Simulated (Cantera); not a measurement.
Charge: 1 mol CaCO3, 3.3 mol H2, 1.8 mol H2O, held at 38.3 Torr.

Method: chemical equilibrium by Gibbs-energy minimisation in Cantera with the NASA 1993 tables (ideal gas, pure condensed phases). Candidate condensed phases: C, C6H6, C7H8, C8H18, Ca, CaCO3, CaO, Ca(OH)2, H2O; 115 gas species. Rates play no part.

Q: Which condensed phases are stable at each of these points (T (K)): 548, 648, 748, 848, 948, 1048, 1148, 1248, 1348, 1448, 1548, 1648, 1748?

A: 
```json
[
 {"T (K)": "548", "condensed phases": "CaCO3(calcite) + Ca(OH)2(s)", "Ca condensed (%)": "100.0"},
 {"T (K)": "648", "condensed phases": "CaCO3(calcite) + CaO(s)", "Ca condensed (%)": "100.0"},
 {"T (K)": "748", "condensed phases": "CaCO3(calcite) + CaO(s)", "Ca condensed (%)": "100.0"},
 {"T (K)": "848", "condensed phases": "CaCO3(calcite) + CaO(s)", "Ca condensed (%)": "100.0"},
 {"T (K)": "948", "condensed phases": "CaO(s)", "Ca condensed (%)": "100.0"},
 {"T (K)": "1048", "condensed phases": "CaO(s)", "Ca condensed (%)": "100.0"},
 {"T (K)": "1148", "condensed phases": "CaO(s)", "Ca condensed (%)": "100.0"},
 {"T (K)": "1248", "condensed phases": "CaO(s)", "Ca condensed (%)": "100.0"},
 {"T (K)": "1348", "condensed phases": "CaO(s)", "Ca condensed (%)": "100.0"},
 {"T (K)": "1448", "condensed phases": "CaO(s)", "Ca condensed (%)": "100.0"},
 {"T (K)": "1548", "condensed phases": "CaO(s)", "Ca condensed (%)": "100.0"},
 {"T (K)": "1648", "condensed phases": "CaO(s)", "Ca condensed (%)": "100.0"},
 {"T (K)": "1748", "condensed phases": "CaO(s)", "Ca condensed (%)": "100.0"}
]
```

At 548 K the condensed part is CaCO3(calcite) + Ca(OH)2(s). From 648 K to 848 K the condensed part is CaCO3(calcite) + CaO(s). From 948 K to 1748 K the condensed part is CaO(s).
